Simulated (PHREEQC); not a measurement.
Solution A (0.37 mol/kgw CsOH, 0.0031 mol/kgw H3BO3 and 0.00099 mol/kgw K3PO4) is mixed with solution B (0.011 mol CuCl2, 0.0035 mol HCl and 0.051 mol NaCl per kg of water) at 68 °C; shares are by mass of water, 1 kg in all. Oxygen alone is held at its pressure in air (log pO2 = -0.68). The system is closed to CO2. The run lets Tenorite, Atacamite, Cu3(PO4)2:3H2O, Halite precipitate or redissolve, and no other solid.

The series has 21 steps of share of solution B, from 0 to 1.

The numbers come from PHREEQC with the ion-association model, wateq4f.dat.

### Question
Which solids form, in which order, and at which step of the series does each first stand?

### Answer
Tenorite from share of solution B = 0.05 (pH 12.21), last present at share of solution B = 0.9; Atacamite from share of solution B = 0.95 (pH 5.06), last present at share of solution B = 0.95.

### Question
Between which two steps does the pH jump most, and from what to what?

### Answer
Between share of solution B = 0.9 and 0.95: from 10.88 to 5.06.

H3PO4, which wateq4f.dat lacks, is added to it with the constant of phreeqc.dat. Constants without temperature data keep their 25 °C values here. The database has no phosphate complexes of Cu. The database's constant for dissolved Cu(OH)2 is higher than later reviews accept.
